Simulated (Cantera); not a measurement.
Feed: 1 mol PbCl2, 29 mol H2, equilibrated at 1050 K and 10000 Pa.

Cantera equilibrium calculation (NASA polynomials, part measured and part estimated; ideal gas, pure solids and liquids). Candidate condensed phases: Pb, PbCl2; 10 gas species. Kinetics and transport are ignored.

Base state: H2 0.935, HCl 0.0597, PbCl 0.00261, PbCl2 0.00210, Pb 0.000465 (mole fractions); condensed: Pb(l).

Problem. What changes in the equilibrium state with this change: pressure from 10000 Pa to 0.810 Pa?

Solution. 
```csv
species,before,after
H2,0.935,0.905
HCl,0.0597,0.0629
Pb,0.000465,0.0306
PbCl2,0.00210,1.28e-5
PbCl,0.00261,0.00166
"Pb(l), mol",0.844,0
```
